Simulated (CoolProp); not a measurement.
Values from CoolProp's reference Helmholtz-energy equation of state, Lemmon 2006. It is a short technical equation, of lower accuracy than the large ones.

Give the vapour pressure (bar), liquid density (kg/m³), vapour density (kg/m³), liquid conductivity (mW/(m K)) of saturated C3F8 (R218) at -8.05, -1.05, 5.95 °C.


```
T (°C)  p (bar)  liquid density (kg/m³)  vapour density (kg/m³)  liquid conductivity (mW/(m K))
------  -------  ----------------------  ----------------------  ------------------------------
-8.05      3.16                    1490                    30.5                            54.2
-1.05      4.01                    1460                    38.5                            52.2
5.95       5.01                    1430                    48.1                            50.3
```

Thermal conductivity comes from a separate model (Huber 2003), an estimate that may be off by 10 % or more.
